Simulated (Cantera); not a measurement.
## Thermodynamics of silicon epitaxy and polysilicon growth, feed SiHCl3 + HCl + H2

Input: 1 mol SiHCl3, 0.31 mol HCl, 3.2 mol H2.

Equilibrium computed with Cantera from the NASA thermochemical tables; the gas is ideal and each condensed phase is pure. Candidate condensed phases: Si; 19 gas species. The tables' values for SiCl3 are old estimates. Equilibrium is a limit: real reactors are often held back by kinetics, nucleation or transport.

Stable condensed phases:

```
T in °C \ P in Pa
            100    350   1300   4500  16000  56000 200000
   1375       A      A      A      A      A      A      A
   1300       A      A      A      A      A      A      B
   1225       A      A      A      A      A      B      B
   1150       A      A      A      A      B      B      B
   1075       A      A      B      B      B      B      B
   1000       A      B      B      B      B      B      B
    925       B      B      B      B      B      B      B
    850       B      B      B      B      B      B      B
    775       B      B      B      B      B      B      B
    700       B      B      B      B      B      B      B
    625       B      B      B      B      B      B      B
```

A: gas only; B: Si.
